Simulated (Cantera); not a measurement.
Thermodynamics of calcination and drying, feed K2SO4 + CO2 + H2O

Input: 1 mol K2SO4, 4.6 mol CO2, 0.00032 mol H2O, equilibrated at 0.000990 bar.

Cantera equilibrium calculation (NASA polynomials, part measured and part estimated; ideal gas, pure solids and liquids). Candidate condensed phases: C, C6H6, C7H8, C8H18, H2O, H2SO4, K, KOH, KO2, K2CO3, K2O, K2O2, K2S, K2SO4, S; 130 gas species. Equilibrium is a limit: real reactors are often held back by kinetics, nucleation or transport.

From 1825 K to 2075 K nothing is condensed. The main K-bearing gas is K throughout.

```json
[
 {"T (K)": "1825", "x CO2": "0.519", "x K": "0.230", "x O2": "0.121", "x SO2": "0.115", "x CO": "0.0126", "x O": "0.00170"},
 {"T (K)": "1850", "x CO2": "0.514", "x K": "0.230", "x O2": "0.122", "x SO2": "0.115", "x CO": "0.0159", "x O": "0.00214"},
 {"T (K)": "1875", "x CO2": "0.509", "x K": "0.229", "x O2": "0.124", "x SO2": "0.114", "x CO": "0.0199", "x O": "0.00269"},
 {"T (K)": "1900", "x CO2": "0.503", "x K": "0.229", "x O2": "0.125", "x SO2": "0.114", "x CO": "0.0247", "x O": "0.00336"},
 {"T (K)": "1925", "x CO2": "0.495", "x K": "0.228", "x O2": "0.127", "x SO2": "0.114", "x CO": "0.0304", "x O": "0.00418"},
 {"T (K)": "1950", "x CO2": "0.487", "x K": "0.227", "x O2": "0.130", "x SO2": "0.113", "x CO": "0.0370", "x O": "0.00517"},
 {"T (K)": "1975", "x CO2": "0.477", "x K": "0.226", "x O2": "0.133", "x SO2": "0.112", "x CO": "0.0445", "x O": "0.00638"},
 {"T (K)": "2000", "x CO2": "0.465", "x K": "0.225", "x O2": "0.136", "x SO2": "0.111", "x CO": "0.0531", "x O": "0.00784"},
 {"T (K)": "2025", "x CO2": "0.453", "x K": "0.224", "x O2": "0.139", "x SO2": "0.110", "x CO": "0.0627", "x O": "0.00959"},
 {"T (K)": "2050", "x CO2": "0.438", "x K": "0.222", "x O2": "0.143", "x SO2": "0.109", "x CO": "0.0733", "x O": "0.0117"},
 {"T (K)": "2075", "x CO2": "0.423", "x K": "0.220", "x O2": "0.147", "x SO2": "0.108", "x CO": "0.0848", "x O": "0.0142"}
]
```
x: gas mole fraction; nothing condenses.
